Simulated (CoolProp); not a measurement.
Propane at 298.15 K and 0.624 MPa is compressed adiabatically to 3.49 MPa with isentropic efficiency 0.9. Each further row changes one setting.

The numbers come from the reference Helmholtz-energy equation of state, Lemmon 2009 in CoolProp.

```json
[
 {"case": "as stated", "work (kJ/kg)": "96.2", "final temperature (K)": "382.2", "final density (kg/m³)": "71.0"},
 {"case": "efficiency 1", "work (kJ/kg)": "86.6", "final temperature (K)": "379.0", "final density (kg/m³)": "73.2"},
 {"case": "efficiency 0.65", "work (kJ/kg)": "133", "final temperature (K)": "395.3", "final density (kg/m³)": "64.1"}
]
```
